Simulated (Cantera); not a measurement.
Gas mixture: NO = 0.9 (molar parts), at 0.0120 bar, frozen composition.

Cantera's kinetic-theory transport with the Lennard-Jones parameters of GRI-Mech 3.0, ideal gas; thermal conductivity in the multicomponent form. The composition is frozen, though it would react at the higher temperatures.

One state of this run: ρ (kg/m³) = 0.00541; cp (J/kg/K) = 1092; μ (µPa s) = 37.1; λ (mW/m/K) = 57.3; Pr = 0.708; D (cm²/s) O = 144; D (cm²/s) NH3 = 111; D (cm²/s) H2 = 340. D: mixture-averaged diffusion coefficient of that species in the mixture.

**Question.** Which value of T (K) does it belong to?
(A) 800
(B) 600
(C) 1400
(D) 400

**Answer.** A, 800
